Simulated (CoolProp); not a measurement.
Saturated liquid density (kg/m³) of dimethyl carbonate: the reference equation beside estimates from Tc = 283.9 °C, pc = 49.09 bar, ω = 0.346. Rackett uses Z = 0.29056 − 0.08775 ω.

Model: reference Helmholtz-energy equation of state, Zhou 2011, in CoolProp.

| T (°C) | reference | Rackett | van der Waals |
|---|---|---|---|
| 92.45 | 970.6 | 989.7 | 564.9 |
| 103.25 | 955.0 | 973.7 | 556.2 |
| 113.95 | 939.2 | 957.4 | 547.3 |
| 124.75 | 922.8 | 940.5 | 538.1 |
| 135.55 | 906.1 | 923.0 | 528.4 |
| 146.35 | 888.9 | 905.0 | 518.3 |
| 157.15 | 871.1 | 886.3 | 507.8 |
| 167.95 | 852.7 | 866.9 | 496.8 |
| 178.75 | 833.7 | 846.6 | 485.3 |
| 189.55 | 813.7 | 825.3 | 473.0 |
| 200.35 | 792.7 | 802.7 | 460.0 |
| 211.05 | 770.5 | 779.0 | 446.3 |
| 221.85 | 746.5 | 753.1 | 431.3 |
| 232.65 | 720.0 | 724.8 | 414.9 |
| 243.45 | 690.1 | 693.2 | 396.7 |

Absolute difference from the reference over all 15 rows, mean and median: Rackett 1.5 and 1.7 %, van der Waals 41.9 and 41.8 %.
